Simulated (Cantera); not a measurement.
## Equilibrium for boron, boron nitride and boron oxide: B2O3 + NH3

Feed: 1 mol B2O3, 0.84 mol NH3, equilibrated at 1127 °C and 79.0 Pa.

Cantera equilibrium calculation (NASA polynomials, part measured and part estimated; ideal gas, pure solids and liquids). Candidate condensed phases: B, BN, B2O3, B3O3H3, H2O; 39 gas species. Mutual solubility and eutectic melting of coexisting phases are not modelled. Equilibrium is a limit: real reactors are often held back by kinetics, nucleation or transport.

```yaml
x(H2): 0.739
x(N2): 0.248
x(HBO2): 0.00621
x(HBO): 0.00369
x(B2O3): 0.00304
x(H2O): 0.000349
x(B2O2): 0.000184
x(H): 0.000149
x(BO): 2.26e-5
n(BN(s)): 0.00160 mol
n(B2O3(l)): 0.985 mol
gas_amount: 1.693 mol
log10 activity of B(s) (absent): -2.90
log10 activity of B3O3H3(s) (absent): -13.85
```
